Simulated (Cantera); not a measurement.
Input (Python, Cantera) and output of one run.

```python
import numpy as np
import cantera as ct

gas_names = """
    C6H6 H2 CH3F
""".split()
cond_names = """
    CuF2(s) CuF2(L) Cu(cr) Cu(L)
""".split()


# ... load() reads the species with a 1 bar reference pressure and builds the phases ...
species = {s.name: s for s in load("nasa_gas.yaml", gas_names) + load("nasa_condensed.yaml", cond_names)}
# Each term lists the table entries of one substance; the one whose range holds T is used.
reactions = {
    'C6H6(g) + 6 H2(g) + 3 CuF2 = 3 Cu + 6 CH3F(g)':
        [(-1, ['C6H6']), (-6, ['H2']), (-3, ['CuF2(s)', 'CuF2(L)']), (3, ['Cu(cr)', 'Cu(L)']), (6, ['CH3F'])],
}


def pick(names, T):
    return next(species[n] for n in names if species[n].thermo.min_temp <= T <= species[n].thermo.max_temp)


results = []
for label, terms in reactions.items():
    print(label)
    print("     T/K   dH/kJ  dS/(J/K)   dG/kJ   log10 K")
    for T in [798, 848, 898, 948, 998]:
        used = [(nu, pick(names, T)) for nu, names in terms]
        dH = sum(nu * s.thermo.h(T) for nu, s in used) / 1e6
        dS = sum(nu * s.thermo.s(T) for nu, s in used) / 1e3
        dG = dH - T * dS / 1e3
        logK = -dG * 1e6 / (ct.gas_constant * T * np.log(10))
        results.append((label, T, dH, dS, dG, logK, [s.name for _, s in used]))
        print(f"{T:8g} {dH:8.1f} {dS:8.1f} {dG:8.1f} {logK:8.2f}")
```

Result:

```
C6H6(g) + 6 H2(g) + 3 CuF2 = 3 Cu + 6 CH3F(g)
     T/K   dH/kJ  dS/(J/K)   dG/kJ   log10 K
     798     30.8     -2.4     32.6    -2.14
     848     24.3    -10.3     33.0    -2.03
     898     18.0    -17.4     33.7    -1.96
     948     12.0    -23.9     34.7    -1.91
     998      6.3    -29.8     36.0    -1.89
```

Source: NASA polynomial tables (part measured, part estimated), evaluated in Cantera. Condensed species are held in their standard states even where they would react or evaporate.
